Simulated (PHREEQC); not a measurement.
**Ultrapure water in contact with air or piping: speciation**

A made-up water analysis in mmol/kgw, 58 °C, pH 6.82, pe 0.2: Na 0.00125; K 0.000492; Ca 0.00284; Mg 0.000657; Cl 0.00289; S(6) 0.000621; Alkalinity (meq/kgw) 0.00442; F 8.38e-06; Br 2.46e-05; Si 5.09e-05; N(-3) 0.000112.

Na is adjusted to close the charge balance.
Valence states are taken as typed.

Model: ion-association model, wateq4f.dat, run in PHREEQC.

Each row changes one thing in this solution. Precipitation was switched off in this run.

| case | ionic strength (mol/kgw) | HCO3- (mol/kgw) | CO2 (mol/kgw) | NH3 (mol/kgw) | CO3-2 (mol/kgw) | MgOH+ (mol/kgw) | SI of Quartz (SiO2) |
|---|---|---|---|---|---|---|---|
| as made | 1.29e-5 | 4.01e-6 | 1.17e-6 | 3.29e-9 | 1.91e-9 | 2.27e-10 | -3.75 |
| pH from 6.82 to 7.32 at the same alkalinity | 1.27e-5 | ___ | ___ | 9.79e-9 | 4.06e-9 | 7.18e-10 | -3.75 |
| all concentrations times 3 at the same typed pH | 3.83e-5 | 1.29e-5 | ___ | ___ | ___ | 6.75e-10 | -3.27 |
| Si from 5.09e-05 to 2.54e-05 mmol/kgw | 1.29e-5 | 4.01e-6 | 1.17e-6 | 3.29e-9 | 1.91e-9 | 2.27e-10 | -4.05 |
| S(6) from 0.000621 to 0.00124 mmol/kgw | 1.47e-5 | 4.01e-6 | 1.17e-6 | 3.29e-9 | 1.91e-9 | 2.27e-10 | -3.75 |

Complete the blanks.


- pH from 6.82 to 7.32 at the same alkalinity, HCO3- (mol/kgw): 2.70e-6
- pH from 6.82 to 7.32 at the same alkalinity, CO2 (mol/kgw): 2.50e-7
- all concentrations times 3 at the same typed pH, CO2 (mol/kgw): 3.75e-6
- all concentrations times 3 at the same typed pH, NH3 (mol/kgw): 9.85e-9
- all concentrations times 3 at the same typed pH, CO3-2 (mol/kgw): 6.18e-9

Away from 25 °C the constants follow the database's enthalpies or fits; those with neither stay at their 25 °C values. SiF6-2 is the database's only silicon fluoride.
